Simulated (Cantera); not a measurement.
A closed system holds: 1 mol SiC, 0.096 mol CO2, 9.8 mol H2, held at 43000 Pa.

These are equilibrium values from Cantera (NASA tables, ideal gas, pure condensed phases), not measurements of a reactor. Candidate condensed phases: C, C6H6, C7H8, C8H18, H2O, Si, SiC, SiO2; 123 gas species. Mutual solubility and eutectic melting of coexisting phases are not modelled. The tables hold silica as quartz up to 1696 K and as liquid above; real silica turns to tridymite and cristobalite and melts near 1996 K. Gases not in the tables: Si2H6 and higher silanes. The numbers say what is thermodynamically allowed, not how fast it happens.

Task: Which condensed phases are stable at each of these points (T (K)): 1225, 1325, 1425, 1525, 1625, 1725, 1825, 1925, 2025, 2125?

Result: 
| T (K) | condensed phases | Si condensed (%) |
|---|---|---|
| 1225 | C(graphite) + SiC(s) + SiO2(β-quartz) | 100.0 |
| 1325 | C(graphite) + SiC(s) + SiO2(β-quartz) | 100.0 |
| 1425 | SiC(s) + SiO2(β-quartz) | 100.0 |
| 1525 | SiC(s) + SiO2(β-quartz) | 99.7 |
| 1625 | SiC(s) + SiO2(β-quartz) | 97.0 |
| 1725 | SiC(s) | 95.2 |
| 1825 | SiC(s) | 95.2 |
| 1925 | SiC(s) | 95.2 |
| 2025 | SiC(s) | 95.1 |
| 2125 | SiC(s) | 94.9 |

From 1225 K to 1325 K the condensed part is C(graphite) + SiC(s) + SiO2(β-quartz). From 1425 K to 1625 K the condensed part is SiC(s) + SiO2(β-quartz). From 1725 K to 2125 K the condensed part is SiC(s).
